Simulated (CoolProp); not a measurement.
The fluid at 293.15 K and 0.0197 MPa flows at 9 m/s in a round tube of 50 mm bore and 1.5 µm roughness, fully developed (64/Re and Nu = 3.66 if laminar; Colebrook and Gnielinski if turbulent). The same conditions are run with several fluids, on thermodynamics alone (safety and materials aside).

The numbers come from the reference Helmholtz-energy equation of state of each fluid (R123: Younglove 1994; n-pentane: Thol 2019; n-butane: Bücker 2006; CF4 (R14): Platzer 1990) in CoolProp. The equations of Platzer and Polt are older, rougher fits.

Rank R123, n-pentane, n-butane, CF4 (R14) by Reynolds number, highest first.

R123 (53000), n-pentane (39900), n-butane (29100), CF4 (R14) (18900)

```json
[
 {"fluid": "R123", "Darcy friction factor": "0.0207", "pressure drop (Pa/m)": "20.9", "heat-transfer coefficient (W/(m² K))": "21.0", "mass flow (kg/h)": "79.3"},
 {"fluid": "n-pentane", "Darcy friction factor": "0.0221", "pressure drop (Pa/m)": "10.5", "heat-transfer coefficient (W/(m² K))": "26.2", "mass flow (kg/h)": "37.5"},
 {"fluid": "n-butane", "Darcy friction factor": "0.0237", "pressure drop (Pa/m)": "9.08", "heat-transfer coefficient (W/(m² K))": "23.1", "mass flow (kg/h)": "30.1"},
 {"fluid": "CF4 (R14)", "Darcy friction factor": "0.0263", "pressure drop (Pa/m)": "15.2", "heat-transfer coefficient (W/(m² K))": "15.7", "mass flow (kg/h)": "45.3"}
]
```

Transport values come from each fluid's own correlations; those of n-pentane, CF4 (R14) are estimates that may be off by 10 % or more.
